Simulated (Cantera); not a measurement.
Charge: 1 mol SiC, 0.58 mol H2, at 2575 °C and 51.0 mbar.

These are equilibrium values from Cantera (NASA tables, ideal gas, pure condensed phases), not measurements of a reactor. Candidate condensed phases: C, C6H6, C7H8, C8H18, Si, SiC; 87 gas species. Gases not in the tables: Si2H6 and higher silanes. Rates play no part.

Base state: Si 0.293, H2 0.236, H 0.208, SiC2 0.181, Si2C 0.0597, C2H2 (acetylene) 0.00922, SiH 0.00533, Si2 0.00393 (mole fractions); condensed: C(graphite).

**Question.** What changes in the equilibrium state with this change: temperature from 2575 °C to 1275 °C?

**Answer.** 
| species | before | after |
|---|---|---|
| H2 | 0.236 | 1.000 |
| H | 0.208 | 0.000136 |
| SiH2 | 0.000232 | 1.35e-6 |
| Si | 0.293 | 3.07e-7 |
| SiC2 | 0.181 | <1e-9 |
| Si2C | 0.0597 | <1e-9 |
| Si2 | 0.00393 | <1e-9 |
| C2H2 (acetylene) | 0.00922 | 4.92e-9 |
| C2H | 0.00111 | <1e-9 |
| C(graphite), mol | 0.264 | 0 |
| SiC(s), mol | 0 | 1.000 |

**Question.** What changes in the equilibrium state with this change: temperature from 2575 °C to 1150 °C?

**Answer.** 
```
species             before    after
----------------  --------  -------
H2                   0.236    1.000
H                    0.208  2.95e-5
SiH2              0.000232  5.28e-7
Si                   0.293  3.01e-8
SiC2                 0.181    <1e-9
Si2C                0.0597    <1e-9
C2H2 (acetylene)   0.00922    <1e-9
Si2                0.00393    <1e-9
C2H                0.00111    <1e-9
C(graphite), mol     0.264        0
SiC(s), mol              0    1.000
```
